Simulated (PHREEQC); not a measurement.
A PHREEQC input (ion-association model, phreeqc.dat):

```
SOLUTION 1
  temp 25
  units mg/kgw
  pH 6.68
  pe 9.4
  Na 32.3
  K 25.8
  Ca 46.3
  Mg 0.641
  Cl 0.776
  S(6) 45.3 as SO4
  Alkalinity 210 as HCO3
  Si 0.0496 as SiO2
END
USE solution 1
EQUILIBRIUM_PHASES 1
  Chalcedon 0 0
  Quartz 0 0.5
  CO2(g) -3.4 10
END
```

It stops with these messages:

```
ERROR: Phase not found in database, Chalcedon.
ERROR: Calculations terminating due to input errors.
```

The fault: the phase Chalcedony misspelt. The line should read `Chalcedony` where the input has `Chalcedon`. With the mend the run ends at pH 8.67 and ionic strength 0.00568 mol/kgw.
